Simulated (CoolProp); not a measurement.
Vapour-liquid equilibrium of R22 (1) + R152A (2) at 235.3 K; x and y are mole fractions of (1).

Values from CoolProp's multi-fluid Helmholtz-energy mixture model, Kamei 1995 and Outcalt 1996; pair parameters Bell 2016.

```json
[
 {"x": "0.05", "bubble pressure, mixture model (kPa)": "55.04", "bubble pressure, Raoult's law (kPa)": "55.86", "y, mixture model": "0.090", "y, Raoult's law": "0.104"},
 {"x": "0.15", "bubble pressure, mixture model (kPa)": "59.93", "bubble pressure, Raoult's law (kPa)": "62.21", "y, mixture model": "0.251", "y, Raoult's law": "0.280"},
 {"x": "0.25", "bubble pressure, mixture model (kPa)": "65.12", "bubble pressure, Raoult's law (kPa)": "68.56", "y, mixture model": "0.393", "y, Raoult's law": "0.424"},
 {"x": "0.35", "bubble pressure, mixture model (kPa)": "70.69", "bubble pressure, Raoult's law (kPa)": "74.91", "y, mixture model": "0.518", "y, Raoult's law": "0.543"},
 {"x": "0.45", "bubble pressure, mixture model (kPa)": "76.68", "bubble pressure, Raoult's law (kPa)": "81.26", "y, mixture model": "0.628", "y, Raoult's law": "0.643"},
 {"x": "0.55", "bubble pressure, mixture model (kPa)": "83.10", "bubble pressure, Raoult's law (kPa)": "87.60", "y, mixture model": "0.723", "y, Raoult's law": "0.729"},
 {"x": "0.65", "bubble pressure, mixture model (kPa)": "89.96", "bubble pressure, Raoult's law (kPa)": "93.95", "y, mixture model": "0.806", "y, Raoult's law": "0.804"},
 {"x": "0.75", "bubble pressure, mixture model (kPa)": "97.19", "bubble pressure, Raoult's law (kPa)": "100.3", "y, mixture model": "0.875", "y, Raoult's law": "0.869"},
 {"x": "0.85", "bubble pressure, mixture model (kPa)": "104.7", "bubble pressure, Raoult's law (kPa)": "106.6", "y, mixture model": "0.933", "y, Raoult's law": "0.926"},
 {"x": "0.95", "bubble pressure, mixture model (kPa)": "112.3", "bubble pressure, Raoult's law (kPa)": "113.0", "y, mixture model": "0.980", "y, Raoult's law": "0.977"}
]
```

The largest gap from Raoult's law is -5.6 % in bubble pressure, at x = 0.45. No azeotrope shows between x = 0.05 and 0.95.

Pair parameters are fitted to limited data, so mixtures are less certain than the pure fluids.
